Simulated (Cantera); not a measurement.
A closed system holds: 1 mol Cu₂O, 3.9 mol CH₄, 2.6 mol CO, held at 83000 Pa.

Equilibrium computed with Cantera from the NASA thermochemical tables; the gas is ideal and each condensed phase is pure. Candidate condensed phases: C, C₆H₆, C₇H₈, C₈H₁₈, Cu, CuO, Cu(OH)₂, Cu₂O, H₂O; 113 gas species. Rates play no part.

Problem. What share of the Cu ends up in condensed phases as a function of T (°C), at 1552, 1627, 1702, 1777, 1852, 1927, 2002, 2077, 2152, 2227, 2302?

Solution. 
| T (°C) | Cu condensed (%) | as |
|---|---|---|
| 1552 | 99.5 | Cu(l) |
| 1627 | 98.9 | Cu(l) |
| 1702 | 97.6 | Cu(l) |
| 1777 | 95.3 | Cu(l) |
| 1852 | 90.9 | Cu(l) |
| 1927 | 83.3 | Cu(l) |
| 2002 | 70.2 | Cu(l) |
| 2077 | 48.1 | Cu(l) |
| 2152 | 10.2 | Cu(l) |
| 2227 | 0.0 | - |
| 2302 | 0.0 | - |
